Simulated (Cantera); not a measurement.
A closed system holds: 1 mol TiO₂, 1.9 mol HCl, 12 mol H₂, held at 0.0100 bar.

These are equilibrium values from Cantera (NASA tables, ideal gas, pure condensed phases), not measurements of a reactor. Candidate condensed phases: H₂O, Ti, TiCl₂, TiCl₃, TiCl₄, TiO, TiO₂, Ti₂O₃, Ti₃O₅, Ti₄O₇; 23 gas species. Kinetics and transport are ignored.

Problem. At 1750 K, list the 5 most abundant gas species with their mole fractions, and the condensed phases.

Solution. H₂ 0.837, HCl 0.136, H₂O 0.0239, H 0.00213, Cl 0.000267. Condensed: Ti₃O₅(s).
